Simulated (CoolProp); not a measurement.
Saturation properties of sulfur hexafluoride (Tc = 45.6 °C, pc = 37.55 bar, ω = 0.210).

Model: reference Helmholtz-energy equation of state, Guder 2009, in CoolProp.

```
T (°C)  p (bar)  surface tension (mN/m)  vapour viscosity (µPa s)
------  -------  ----------------------  ------------------------
-34.35    4.213                    9.24                      12.7
-27.25    5.417                    8.21                      13.2
-20.15      ___                    7.20                      13.6
-13.05    8.573                    6.23                      14.0
-6.05       ___                    5.29                      14.5
1.05      12.88                     ___                      15.0
8.15        ___                    3.51                       ___
15.25     18.67                    2.68                      16.4
22.35     22.20                    1.90                      17.3
29.35     26.15                     ___                      18.7
36.45     30.71                   0.569                       ___
```

Problem. Some entries are withheld; supply them.

Solution. 
- -20.15, p (bar): 6.861
- -6.05, p (bar): 10.55
- 1.05, surface tension (mN/m): 4.38
- 8.15, p (bar): 15.58
- 8.15, vapour viscosity (µPa s): 15.6
- 29.35, surface tension (mN/m): 1.20
- 36.45, vapour viscosity (µPa s): 21.1

Viscosity comes from a separate model (Quiñones-Cisneros 2012). Surface tension comes from a separate correlation (Mulero 2012).
